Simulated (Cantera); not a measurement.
Input: 1 mol Si3N4, 0.43 mol CO2, 6.7 mol N2, 1.6 mol H2O, held at 100 Torr.

Cantera equilibrium calculation (NASA polynomials, part measured and part estimated; ideal gas, pure solids and liquids). Candidate condensed phases: C, C6H6, C7H8, C8H18, H2O, Si, SiC, SiO2, Si2N2O, Si3N4; 151 gas species. Mutual solubility and eutectic melting of coexisting phases are not modelled. The tables hold silica as quartz up to 1696 K and as liquid above; real silica turns to tridymite and cristobalite and melts near 1996 K. Gases not in the tables: Si2H6 and higher silanes. Equilibrium is a limit: real reactors are often held back by kinetics, nucleation or transport.

Q: What share of the Si ends up in condensed phases as a function of T (K), at 925, 1025, 1125, 1225, 1325, 1425, 1525, 1625, 1725, 1825, 1925, 2025, 2125?

A: 
```
T (K)  Si condensed (%)                           as
-----  ----------------  ---------------------------
925               100.0   SiO2(β-quartz) + Si2N2O(s)
1025              100.0   SiO2(β-quartz) + Si2N2O(s)
1125              100.0   SiO2(β-quartz) + Si2N2O(s)
1225              100.0   SiO2(β-quartz) + Si2N2O(s)
1325              100.0   SiO2(β-quartz) + Si2N2O(s)
1425              100.0   SiO2(β-quartz) + Si2N2O(s)
1525              100.0   SiO2(β-quartz) + Si2N2O(s)
1625               99.8   SiO2(β-quartz) + Si2N2O(s)
1725               97.9  SiO2(condensed) + Si2N2O(s)
1825               85.5  SiO2(condensed) + Si2N2O(s)
1925               64.6                    Si2N2O(s)
2025               43.1            Si(l) + Si2N2O(s)
2125               31.5                        Si(l)
```
